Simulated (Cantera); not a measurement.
A perfectly stirred reactor is fed with CH4 : C2H6 : O2 : N2 : CO2 = 1 : 0.48 : 5.66 : 21.3 : 1.5 (molar parts), at 5700 Torr; it is adiabatic with a 475 K inlet, and is followed from long to short residence time, starting on the burning branch (τ in s: 0.033, 0.014, 0.0059, 0.0025, 0.0011, 0.00045, 0.00019, 8e-05, 3.4e-05, 1.4e-05, 6.1e-06).

Cantera simulation using GRI-Mech 3.0 (53 species, 325 reactions); the numbers are that mechanism's predictions, not measurements.

Task: Predict: blow-out, bracketed by the residence times tried; x(CH4) at τ = 33.0 ms; x(C2H6) at τ = 33.0 ms; x(O2) at τ = 33.0 ms; x(H2O2) at τ = 33.0 ms; x(CH3) at τ = 33.0 ms; x(CH4) at τ = 0.450 ms; x(C2H6) at τ = 0.450 ms; x(O2) at τ = 0.450 ms; x(H2O2) at τ = 0.450 ms; x(CH3) at τ = 0.450 ms.

Result: 
| Item | Result |
|---|---|
| blow-out, bracketed by the residence times tried | burning at 0.190 ms, out at 80.0 µs |
| x(CH4) at τ = 33.0 ms | 6.26e-6 |
| x(C2H6) at τ = 33.0 ms | 6.27e-7 |
| x(O2) at τ = 33.0 ms | 0.0656 |
| x(H2O2) at τ = 33.0 ms | 1.42e-7 |
| x(CH3) at τ = 33.0 ms | 1.60e-6 |
| x(CH4) at τ = 0.450 ms | 0.000138 |
| x(C2H6) at τ = 0.450 ms | 1.69e-5 |
| x(O2) at τ = 0.450 ms | 0.0684 |
| x(H2O2) at τ = 0.450 ms | 8.36e-7 |
| x(CH3) at τ = 0.450 ms | 3.11e-5 |
